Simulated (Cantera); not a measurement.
Premixed flame

A freely propagating, adiabatic, planar premixed flame of 37.5 % H2, 13.1 % O2, 49.4 % N2, unburnt at 398 K and 0.987 atm; mixture-averaged transport, grid criteria slope 0.08 and curve 0.16, no radiation.

Detailed kinetics in Cantera: the H2/O2 subset of GRI-Mech 3.0, which has no nitrogen chemistry. Burning velocities carry a grid error of a few per cent, more on coarse grids.

| z (mm) | T (K) | u (m/s) | x H2 | x O2 | x OH | x H2O | x H2O2 | x H |
|---|---|---|---|---|---|---|---|---|
| -1.13 | 398 | 4.61 | 0.375 | 0.131 | <1e-8 | <1e-8 | <1e-8 | <1e-8 |
| -0.756 | 398 | 4.61 | 0.375 | 0.131 | <1e-8 | <1e-8 | <1e-8 | <1e-8 |
| -0.567 | 398 | 4.61 | 0.375 | 0.131 | <1e-8 | <1e-8 | <1e-8 | <1e-8 |
| -0.378 | 398 | 4.61 | 0.375 | 0.131 | <1e-8 | 6.29e-8 | <1e-8 | <1e-8 |
| -0.189 | 411 | 4.73 | 0.371 | 0.132 | 1.32e-5 | 0.000247 | 4.85e-6 | 1.03e-5 |
| -0.0945 | 681 | 7.61 | 0.336 | 0.127 | 0.00109 | 0.0199 | 6.85e-5 | 0.00475 |
| 0 | 1152 | 12.4 | 0.239 | 0.0924 | 0.00235 | 0.0999 | 6.69e-6 | 0.0365 |
| 0.0945 | 1473 | 15.7 | 0.142 | 0.0347 | 0.00625 | 0.207 | 2.42e-6 | 0.0698 |
| 0.189 | 1624 | 17.2 | 0.111 | 0.0123 | 0.00846 | 0.249 | 1.55e-6 | 0.0758 |
| 0.378 | 1768 | 18.6 | 0.107 | 0.00559 | 0.00997 | 0.264 | 8.73e-7 | 0.0661 |
| 0.756 | 1908 | 19.9 | 0.112 | 0.00384 | 0.0104 | 0.271 | 4.61e-7 | 0.0515 |
| 1.51 | 2043 | 21.1 | 0.116 | 0.00237 | 0.00967 | 0.279 | 2.40e-7 | 0.0374 |
| 3.02 | 2157 | 22.1 | 0.119 | 0.00125 | 0.00798 | 0.286 | 1.30e-7 | 0.0255 |
x: mole fraction of selected species; z is measured from the peak of heat release.

```json
{
 "laminar_burning_velocity": "461 cm/s",
 "thermal_thickness": "0.378 mm",
 "peak x(OH)": "0.0104",
 "peak x(H2O2)": "7.09e-5",
 "peak x(H)": "0.0761",
 "grid_points": "119"
}
```
